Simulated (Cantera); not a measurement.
Feed: 1 mol SiHCl3, 14 mol N2, 31 mol NH3, at 1475 K and 33.0 mbar.

Equilibrium computed with Cantera from the NASA thermochemical tables; the gas is ideal and each condensed phase is pure. Candidate condensed phases: NH4Cl, Si, Si3N4; 28 gas species. Rates play no part.

Base state: H2 0.588, N2 0.373, HCl 0.0385, SiCl2 0.000140, H 5.48e-5 (mole fractions); condensed: Si3N4(s).

Question: What changes in the equilibrium state with this change: NH3 from 31 to 0.31 mol?

Answer: 
```csv
species,before,after
N2,0.373,0.860
HCl,0.0385,0.0904
SiCl2,0.000140,0.0178
H2,0.588,0.0146
SiCl4,3.40e-7,0.00962
SiCl3,3.73e-6,0.00709
"Si3N4(s), mol",0.330,0.147
```
The tables' values for SiCl3 are old estimates; treat these amounts as uncertain.
